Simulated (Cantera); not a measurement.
SiH₄ + N₂ + HCl (silicon epitaxy and polysilicon growth)

Feed: 1 mol SiH₄, 3.1 mol N₂, 0.028 mol HCl, equilibrated at 627 °C and 100 Pa.

These are equilibrium values from Cantera (NASA tables, ideal gas, pure condensed phases), not measurements of a reactor. Candidate condensed phases: NH₄Cl, Si, Si₃N₄; 28 gas species. N₂ is the only nitrogen source here; it is nearly inert below about 1500 K, so the nitride shown seldom forms there in practice. Equilibrium is a limit: real reactors are often held back by kinetics, nucleation or transport.

```json
{
  "x(N₂)": "0.545",
  "x(H₂)": "0.448",
  "x(HCl)": "0.00628",
  "n(Si₃N₄(s))": "0.333 mol",
  "gas_amount": "4.461 mol",
  "log10 activity of Si(s) (absent)": "-6.46"
}
```
